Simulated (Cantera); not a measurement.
Gas mixture: 100 % O2, at 5.30 bar, frozen composition.

Cantera's kinetic-theory transport with the Lennard-Jones parameters of GRI-Mech 3.0, ideal gas; thermal conductivity in the mixture-averaged form.

One state of this run: ρ (kg/m³) = 1.46; cp (J/kg/K) = 1134; μ (µPa s) = 59.7; λ (mW/m/K) = 95.7; Pr = 0.707; D (cm²/s) CH3 = 0.607; D (cm²/s) NH3 = 0.678; D (cm²/s) H2O = 0.723. D: mixture-averaged diffusion coefficient of that species in the mixture.

Which value of T (K) does it belong to?
A. 800
B. 1000
C. 1400
D. 600

C, 1400
